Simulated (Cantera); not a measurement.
Charge: 1 mol trisilylamine, 0.33 mol NH₃, 1.7 mol N₂, at 1677 °C and 0.0100 bar.

Equilibrium computed with Cantera from the NASA thermochemical tables; the gas is ideal and each condensed phase is pure. Candidate condensed phases: Si, Si₃N₄; 18 gas species. The feed counts by its element totals alone. The tables' values for SiN are old estimates; treat these amounts as uncertain. Gases not in the tables: Si₂H₆ and higher silanes. Kinetics and transport are ignored.

Base state: H₂ 0.669, N₂ 0.319, H 0.00938, Si 0.00238, SiH 0.000149, Si₂N 5.45e-5, SiH₂ 5.30e-5, SiN 3.96e-5 (mole fractions); condensed: Si(l).

Question: What changes in the equilibrium state with this change: temperature from 1677 °C to 952 °C?

Answer: 
| species | before | after |
|---|---|---|
| H₂ | 0.669 | 0.932 |
| N₂ | 0.319 | 0.0681 |
| H | 0.00938 | 3.01e-6 |
| Si | 0.00238 | <1e-9 |
| SiH | 0.000149 | <1e-9 |
| Si₂N | 5.45e-5 | <1e-9 |
| SiH₂ | 5.30e-5 | <1e-9 |
| SiN | 3.96e-5 | <1e-9 |
| Si(l), mol | 2.98 | 0 |
| Si₃N₄(s), mol | 0 | 1.00 |
